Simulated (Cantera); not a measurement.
Input (Python, Cantera) and output of one run.

```python
import numpy as np
import cantera as ct

gas_names = """
    H HO2 H2 H2O H2O2 O OH O2 O3 Pb PbO Pb2
""".split()
cond_names = """
    H2O(s) H2O(L) Pb(cr) Pb(L) PbO(rd) PbO(yw) PbO(L) PbO2(s) Pb3O4(s)
""".split()


def load(file, names, dense=False):
    # The tables refer to 1 bar. Condensed volumes are neglected.
    table = {s.name: s for s in ct.Species.list_from_file(file)}
    out = []
    for n in names:
        d = dict(table[n].input_data)
        d["thermo"] = dict(d["thermo"], **{"reference-pressure": 1e5})
        if dense:
            d["equation-of-state"] = {"model": "constant-volume", "density": "1e6 g/cm^3"}
        out.append(ct.Species.from_dict(d))
    return out


gas = ct.Solution(thermo="ideal-gas", species=load("nasa_gas.yaml", gas_names))
cond = {s.name: ct.Solution(thermo="fixed-stoichiometry", species=[s], name=s.name)
        for s in load("nasa_condensed.yaml", cond_names, dense=True)}
atoms = {
    'PbO': {'Pb': 1, 'O': 1},
    'H2': {'H': 2},
}
top_T = {'Pb3O4(s)': 820}  # K; cautious upper limits of use, not melting points


def equilibrate(T, P, feed):
    n = {}
    for name, mol in feed.items():
        for a, k in atoms[name].items():
            n[a] = n.get(a, 0.0) + k * mol
    gas.TPX = T, P, n
    mass = sum(n.values()) * gas.mean_molecular_weight
    gas.equilibrate("TP")
    valid = [c for c in cond.values() if c.min_temp <= T <= top_T.get(c.name, c.max_temp)]
    mix = ct.Mixture([(gas, mass / gas.mean_molecular_weight)] + [(c, 0.0) for c in valid])
    mix.T, mix.P = T, P
    mix.equilibrate("TP", solver="vcs", rtol=1e-11, max_steps=5000)
    return mix


results = []
feed = {'PbO': 1, 'H2': 0.073}  # mol
P = 1000  # Pa
for T in [750, 850, 950, 1050, 1150, 1250, 1350, 1450, 1550]:
    mix = equilibrate(T, P, feed)
    results.append((T, P, feed, dict(zip(mix.species_names, mix.species_moles))))

top = {s: max(r[3][s] / sum(r[3][g] for g in gas_names) for r in results) for s in gas_names}
cols = sorted((s for s in top if top[s] > 0.0001), key=lambda s: -top[s])[:9]
seen = [c for c in cond_names if any(r[3].get(c, 0) > 1e-12 for r in results)]
print("log10 of partial pressures in bar; condensed amounts in mol")
print(f"{'T/K':>10s}" + "".join(f"{s[:9]:>10s}" for s in cols + seen))
for T, P, feed, n in results:
    ng = sum(n[g] for g in gas_names)
    print(f"{T:10.4g}" + "".join(f"{np.log10(max(n[s] / ng * P / 1e5, 1e-99)):10.3f}" for s in cols)
          + "".join(f"{n.get(c, 0):10.4g}" for c in seen))
```

Output:

```
log10 of partial pressures in bar; condensed amounts in mol
       T/K       H2O       PbO        Pb        O2        H2        OH     Pb(L)   PbO(rd)   PbO(yw)    PbO(L)
       750    -2.000   -11.378    -8.023   -20.087    -6.314   -15.117     0.073     0.927         0         0
       850    -2.000    -9.080    -6.497   -16.485    -6.096   -12.888   0.07299         0     0.927         0
       950    -2.000    -7.278    -5.298   -13.653    -5.913   -11.130   0.07295         0     0.927         0
      1050    -2.002    -5.830    -4.332   -11.371    -5.758    -9.710   0.07265         0     0.927         0
      1150    -2.014    -4.643    -3.538    -9.496    -5.633    -8.543    0.0708         0    0.9268         0
      1250    -2.072    -3.738    -2.874    -8.099    -5.484    -7.632   0.06146         0         0    0.9255
      1350    -2.349    -2.984    -2.349    -6.860    -5.609    -6.957         0         0         0    0.9101
      1450    -2.574    -2.341    -2.563    -4.472    -6.361    -6.038         0         0         0    0.8005
      1550    -3.196    -2.164    -2.725    -3.206    -7.035    -5.654         0         0         0         0
```

Method: chemical equilibrium by Gibbs-energy minimisation in Cantera with the NASA 1993 tables (ideal gas, pure condensed phases). Each liquid is taken as pure. Mutual solubility and eutectic melting of coexisting phases are not modelled. Gases not in the tables: (PbO)n polymers.
